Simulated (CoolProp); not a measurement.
Vapour-liquid equilibrium of R227EA (1) + n-butane (2) at 0.454 MPa; x and y are mole fractions of (1).

Model: multi-fluid Helmholtz-energy mixture model, Lemmon 2016 and Bücker 2006; pair parameters Bell 2016, in CoolProp.

Give the bubble temperature and the first vapour's composition at x = 0.35, 0.45, 0.75. Is there an azeotrope?

x = 0.35: 296.1 K, y = 0.575; x = 0.45: 295.1 K, y = 0.607; x = 0.75: 294.2 K, y = 0.725. y crosses x between x = 0.65 and 0.75: the model has an azeotrope there.

Pair parameters are fitted to limited data, so mixtures are less certain than the pure fluids. With so large a gap from Raoult's law the liquid may split in two, which this calculation doesn't test in full.
